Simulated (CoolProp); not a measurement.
A Linde-Hampson liquefier for ethane: isothermal reversible compression at 320 K from 1 atm to 5 MPa, throttling to 1 atm, return gas leaving the recuperator 10 K below the feed. Each further row changes one setting.

Computed with CoolProp (reference Helmholtz-energy equation of state, Bücker 2006).

```csv
case,liquid yield per pass,compression work (kJ/kg of gas)
as stated,0.154,315
high pressure 10 MPa,0.418,338
warm-end temperature 350 K,0.089,354
warm-end gap 15 K,0.142,315
```
